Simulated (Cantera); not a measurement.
A perfectly stirred reactor is fed with 13.4 % CO, 4.42 % H2, 1.17 % CH4, 11.2 % O2, 65.2 % N2, 4.55 % H2O, equivalence ratio 1.0, at 2.20 bar; it is adiabatic with a 450 K inlet, and is followed from long to short residence time, starting on the burning branch (τ in s: 0.05, 0.024, 0.011, 0.0053, 0.0025, 0.0012, 0.00057, 0.00027, 0.00013, 6.1e-05, 2.9e-05).

Detailed kinetics in Cantera: GRI-Mech 3.0 (53 species, 325 reactions).

x: mole fraction; the columns are a selection and need not sum to one.

```tsv
τ (s)	T (K)	x CO	x H2	x CH4	x NO	x H2O	x C2H
0.050	2025	0.0100	0.00170	1.23e-6	0.000177	0.121	<1e-12
0.024	2005	0.0122	0.00210	1.99e-6	0.000131	0.120	<1e-12
0.011	1978	[?]	[?]	[?]	[?]	0.119	1.04e-12
0.0053	1946	0.0183	0.00329	5.35e-6	7.19e-5	0.117	1.76e-12
0.0025	1905	0.0223	0.00410	8.94e-6	5.51e-5	0.116	2.86e-12
0.0012	1855	0.0269	0.00504	1.52e-5	4.39e-5	0.114	4.45e-12
0.00057	1793	0.0324	0.00608	2.71e-5	3.55e-5	0.111	6.85e-12
0.00027	1715	[?]	[?]	[?]	[?]	0.109	1.04e-11
0.00013	1612	0.0505	0.00788	0.000120	1.84e-5	0.106	1.49e-11
6.1e-5	450	0.134	0.0442	0.0117	<1e-12	0.0455	<1e-12
2.9e-5	450	0.134	0.0442	0.0117	<1e-12	0.0455	<1e-12
```

Problem. Fill in the missing entries.

Solution. 
- 0.011, x CO: 0.0150
- 0.011, x H2: 0.00265
- 0.011, x CH4: 3.30e-6
- 0.011, x NO: 9.54e-5
- 0.00027, x CO: 0.0396
- 0.00027, x H2: 0.00711
- 0.00027, x CH4: 5.27e-5
- 0.00027, x NO: 2.78e-5
